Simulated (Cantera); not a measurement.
# Ignition delay

Mixture: CH₃OH : O₂ : N₂ = 1 : 2.27 : 8.55 (molar parts), at 1.00 bar, adiabatic and at constant pressure. Ignition delay is the time to a rise of 400 K.

Cantera simulation using GRI-Mech 3.0 (53 species, 325 reactions); the numbers are that mechanism's predictions, not measurements. GRI-Mech 3.0 was tuned for natural gas; its chemistry of methanol as a main component is partial and can be far from experiment.

```csv
T0 (K),delay (ms)
1098,66.1
1148,25.7
1198,10.9
1248,4.97
1298,2.45
1348,1.29
1398,0.722
1448,0.428
```

```json
{
  "apparent activation energy between 1348 and 1448 K": "180 kJ/mol"
}
```
